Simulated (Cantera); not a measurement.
Feed: 1 mol TiCl4, 28 mol H2, held at 1350 K and 50.0 Pa.

Method: chemical equilibrium by Gibbs-energy minimisation in Cantera with the NASA 1993 tables (ideal gas, pure condensed phases). Candidate condensed phases: Ti, TiCl2, TiCl3, TiCl4; 10 gas species. The tables' values for TiCl2 are old estimates; treat these amounts as uncertain. Equilibrium is a limit: real reactors are often held back by kinetics, nucleation or transport.

Base state: H2 0.929, HCl 0.0372, TiCl3 0.0300, TiCl2 0.00357, TiCl4 0.000246, H 0.000103 (mole fractions); condensed: gas only.

Task: What changes in the equilibrium state with this change: temperature from 1350 K to 1048.15 K?

Result: 
```tsv
species	before	after
H2	0.929	0.937
HCl	0.0372	0.0292
TiCl3	0.0300	0.0292
TiCl4	0.000246	0.00479
H	0.000103	3.36e-7
TiCl2	0.00357	2.36e-5
```
